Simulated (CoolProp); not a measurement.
Vapour-liquid equilibrium of methanol (1) + toluene (2) at 69.35 °C; x and y are mole fractions of (1).

Computed with CoolProp (multi-fluid Helmholtz-energy mixture model, de Reuck 1993 and Lemmon 2006; pair parameters Bell 2016).

```
x      bubble pressure (MPa)  y at the bubble point  dew pressure at overall composition x (MPa)  liquid density (mol/L)
-----  ---------------------  ---------------------  -------------------------------------------  ----------------------
0.05                 0.06577                  0.600                                      0.02808                   9.176
0.125                0.09656                  0.734                                      0.03071                   9.624
0.2                      ___                  0.770                                      0.03360                   10.13
0.275                    ___                  0.782                                      0.03698                   10.69
0.35                  0.1161                  0.786                                      0.04111                   11.32
0.425                 0.1164                  0.787                                      0.04630                   12.04
0.5                   0.1167                  0.789                                      0.05301                   12.87
0.575                 0.1173                  0.792                                      0.06202                   13.82
0.65                  0.1186                  0.801                                      0.07470                   14.91
0.725                    ___                  0.817                                      0.09367                   16.19
0.8                   0.1218                  0.845                                       0.1184                   17.68
0.875                 0.1229                  0.886                                          ___                   19.45
0.95                  0.1231                  0.947                                       0.1230                     ___
```

Task: Complete the blanks.

Result: 
- 0.2, bubble pressure (MPa): 0.1097
- 0.275, bubble pressure (MPa): 0.1146
- 0.725, bubble pressure (MPa): 0.1202
- 0.875, dew pressure at overall composition x (MPa): 0.1227
- 0.95, liquid density (mol/L): 21.56

y crosses x between x = 0.875 and 0.95: the model has an azeotrope there.

The pair parameters rest on a limited set of measurements; away from them the model extrapolates. With so large a gap from Raoult's law the liquid may split in two, which this calculation doesn't test in full.
